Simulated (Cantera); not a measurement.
Fluorocarbon and chlorocarbon gases: CHF3 + F2 + H2

Feed: 1 mol CHF3, 0.11 mol F2, a varied amount of H2, at 2848 K and 82.0 Pa.

Equilibrium computed with Cantera from the NASA thermochemical tables; the gas is ideal and each condensed phase is pure. Candidate condensed phases: C, C6H6, C7H8, C8H18; 95 gas species. Rates play no part.

| n(H2) (mol) | x H | x HF | x F | x C3 | x H2 | x CF | x C | x C2 |
|---|---|---|---|---|---|---|---|---|
| 0.73 | 0.101 | 0.517 | 0.271 | 0.0659 | 0.000890 | 0.0221 | 0.0133 | 0.00659 |
| 3.4 | 0.537 | 0.352 | 0.0346 | 0.0315 | 0.0253 | 0.00221 | 0.0104 | 0.00402 |
| 6 | 0.681 | 0.227 | 0.0176 | 0.0187 | 0.0407 | 0.000944 | 0.00872 | 0.00284 |
| 8.7 | 0.748 | 0.165 | 0.0116 | 0.0128 | 0.0492 | 0.000551 | 0.00768 | 0.00221 |
| 11 | 0.782 | 0.134 | 0.00905 | 0.00991 | 0.0537 | 0.000393 | 0.00706 | 0.00186 |
| 14 | 0.810 | 0.108 | 0.00700 | 0.00756 | 0.0577 | 0.000278 | 0.00645 | 0.00156 |
| 17 | 0.829 | 0.0899 | 0.00572 | 0.00603 | 0.0604 | 0.000210 | 0.00598 | 0.00134 |
x: gas mole fraction; nothing condenses.

From 0.73 mol H2 to 17 mol H2 nothing is condensed. The main C-bearing gas is C3 throughout.
